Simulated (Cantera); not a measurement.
Input: 1 mol NiS, 1300 mol H2, 3 mol N2, held at 0.135 Torr.

Equilibrium computed with Cantera from the NASA thermochemical tables; the gas is ideal and each condensed phase is pure. Candidate condensed phases: Ni, NiS, NiS2, Ni3S2, Ni3S4, S; 17 gas species. The numbers say what is thermodynamically allowed, not how fast it happens.

log p: log10 of the partial pressure in bar; n: condensed amount in mol.

```csv
T (K),log p H2,log p H,log p N2,log p H2S,n Ni(s)
1050,-3.75,(withheld),-6.38,-6.86,1.00
1125,-3.75,(withheld),-6.38,-6.86,1.000
1200,-3.75,(withheld),-6.38,-6.87,1.000
1275,-3.75,(withheld),-6.38,-6.89,0.999
1350,-3.75,(withheld),-6.38,-6.94,0.991
1425,-3.75,(withheld),-6.38,-7.01,0.935
1500,-3.75,(withheld),-6.38,-7.11,0.618
1575,-3.75,(withheld),-6.38,-7.24,0
```

Question: Complete the blanks.

Answer: 
- 1050, log p H: -9.96
- 1125, log p H: -9.23
- 1200, log p H: -8.58
- 1275, log p H: -8.01
- 1350, log p H: -7.50
- 1425, log p H: -7.04
- 1500, log p H: -6.63
- 1575, log p H: -6.26
